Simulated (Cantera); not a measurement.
Cantera run:

```python
import numpy as np
import cantera as ct

gas_names = """
    B BH BH2 BH3 BN BO BO2 B2 B2O B2O2 B2O3 B3O3H3 H HBO HBO2 HNO HNO2 HNO3 HO2 H2 H2O H2O2 H3B3O6 N NH
    NH2 NH3 NH2OH NO NO2 NO3 N2 N2H2 N2H4 N2O O OH O2 O3
""".split()
cond_names = """
    B(b) B(L) BN(s) B2O3(L) B3O3H3(cr) H2O(s) H2O(L)
""".split()


# ... load() reads the species with a 1 bar reference pressure and builds the phases ...
atoms = {
    'BN': {'B': 1, 'N': 1},
    'O2': {'O': 2},
    'H2': {'H': 2},
}
top_T = {'BN(s)': 3200}  # K; cautious upper limits of use, not melting points


# ... equilibrate(T, P, feed) seeds the gas with the atoms and calls Mixture.equilibrate('TP', solver="vcs", rtol=1e-11, max_steps=5000) ...
results = []
T = 1598  # K
P = 1400  # Pa
for m in [0.79, 1.4, 2.1, 2.7, 3.4, 4, 4.6, 5.3, 5.9, 6.6, 7.2, 7.9, 8.5]:
    feed = {'BN': 1, 'O2': m, 'H2': 0.52}  # mol
    mix = equilibrate(T, P, feed)
    results.append((T, P, feed, dict(zip(mix.species_names, mix.species_moles))))
    x = sorted(zip(gas.X, gas.species_names), reverse=True)
    print(f"T = {T:g} K  P = {P:g} Pa  n(O2) = {m:g} mol  gas = {mix.phase_moles(0):.4g} mol")
    print("   x: " + "  ".join(f"{s} {v:.3e}" for v, s in x if v > 0.0001))
    print("   condensed (mol): " + ("  ".join(f"{mix.phase(i).name} {mix.phase_moles(i):.4g}"
          for i in range(1, mix.n_phases) if mix.phase_moles(i) > 1e-12) or "none"))
```

Result:

```
T = 1598 K  P = 1400 Pa  n(O2) = 0.79 mol  gas = 1.077 mol
   x: N2 4.644e-01  H2 4.075e-01  HBO2 8.373e-02  H2O 3.296e-02  B2O3 1.011e-02  HBO 9.998e-04  H 2.872e-04
   condensed (mol): B2O3(L) 0.4435
T = 1598 K  P = 1400 Pa  n(O2) = 1.4 mol  gas = 1.6 mol
   x: N2 3.119e-01  O2 2.427e-01  H2O 2.172e-01  HBO2 2.149e-01  B2O3 1.011e-02  NO 1.298e-03  BO2 9.396e-04  OH 7.741e-04
   condensed (mol): B2O3(L) 0.3111
T = 1598 K  P = 1400 Pa  n(O2) = 2.1 mol  gas = 2.335 mol
   x: O2 4.655e-01  N2 2.134e-01  HBO2 1.707e-01  H2O 1.369e-01  B2O3 1.011e-02  NO 1.487e-03  BO2 1.106e-03  OH 7.233e-04
   condensed (mol): B2O3(L) 0.2757
T = 1598 K  P = 1400 Pa  n(O2) = 2.7 mol  gas = 2.961 mol
   x: O2 5.695e-01  N2 1.681e-01  HBO2 1.471e-01  H2O 1.017e-01  B2O3 1.011e-02  NO 1.460e-03  BO2 1.163e-03  OH 6.557e-04
   condensed (mol): B2O3(L) 0.2505
T = 1598 K  P = 1400 Pa  n(O2) = 3.4 mol  gas = 3.687 mol
   x: O2 6.470e-01  N2 1.349e-01  HBO2 1.278e-01  H2O 7.681e-02  B2O3 1.011e-02  NO 1.394e-03  BO2 1.201e-03  OH 5.883e-04
   condensed (mol): B2O3(L) 0.2248
T = 1598 K  P = 1400 Pa  n(O2) = 4 mol  gas = 4.307 mol
   x: O2 6.931e-01  HBO2 1.155e-01  N2 1.154e-01  H2O 6.270e-02  B2O3 1.011e-02  NO 1.334e-03  BO2 1.221e-03  OH 5.407e-04
   condensed (mol): B2O3(L) 0.2051
T = 1598 K  P = 1400 Pa  n(O2) = 4.6 mol  gas = 4.925 mol
   x: O2 7.277e-01  HBO2 1.057e-01  N2 1.009e-01  H2O 5.248e-02  B2O3 1.011e-02  NO 1.278e-03  BO2 1.236e-03  OH 5.008e-04  O 1.021e-04
   condensed (mol): B2O3(L) 0.1869
T = 1598 K  P = 1400 Pa  n(O2) = 5.3 mol  gas = 5.645 mol
   x: O2 7.588e-01  HBO2 9.639e-02  N2 8.796e-02  H2O 4.368e-02  B2O3 1.011e-02  BO2 1.249e-03  NO 1.219e-03  OH 4.616e-04  O 1.043e-04
   condensed (mol): B2O3(L) 0.1673
T = 1598 K  P = 1400 Pa  n(O2) = 5.9 mol  gas = 6.261 mol
   x: O2 7.799e-01  HBO2 8.981e-02  N2 7.927e-02  H2O 3.792e-02  B2O3 1.011e-02  BO2 1.258e-03  NO 1.173e-03  OH 4.331e-04  O 1.057e-04
   condensed (mol): B2O3(L) 0.1516
T = 1598 K  P = 1400 Pa  n(O2) = 6.6 mol  gas = 6.979 mol
   x: O2 7.999e-01  HBO2 8.332e-02  N2 7.108e-02  H2O 3.264e-02  B2O3 1.011e-02  BO2 1.266e-03  NO 1.125e-03  OH 4.043e-04  O 1.070e-04
   condensed (mol): B2O3(L) 0.1343
T = 1598 K  P = 1400 Pa  n(O2) = 7.2 mol  gas = 7.593 mol
   x: O2 8.142e-01  HBO2 7.855e-02  N2 6.530e-02  H2O 2.901e-02  B2O3 1.011e-02  BO2 1.272e-03  NO 1.088e-03  OH 3.829e-04  O 1.080e-04
   condensed (mol): B2O3(L) 0.1202
T = 1598 K  P = 1400 Pa  n(O2) = 7.9 mol  gas = 8.309 mol
   x: O2 8.282e-01  HBO2 7.371e-02  N2 5.965e-02  H2O 2.554e-02  B2O3 1.011e-02  BO2 1.277e-03  NO 1.048e-03  OH 3.608e-04  O 1.089e-04
   condensed (mol): B2O3(L) 0.1045
T = 1598 K  P = 1400 Pa  n(O2) = 8.5 mol  gas = 8.923 mol
   x: O2 8.385e-01  HBO2 7.006e-02  N2 5.553e-02  H2O 2.307e-02  B2O3 1.011e-02  BO2 1.281e-03  NO 1.018e-03  OH 3.440e-04  O 1.096e-04
   condensed (mol): B2O3(L) 0.09153
```

Cantera equilibrium calculation (NASA polynomials, part measured and part estimated; ideal gas, pure solids and liquids). Gases not in the tables: H3BO3.
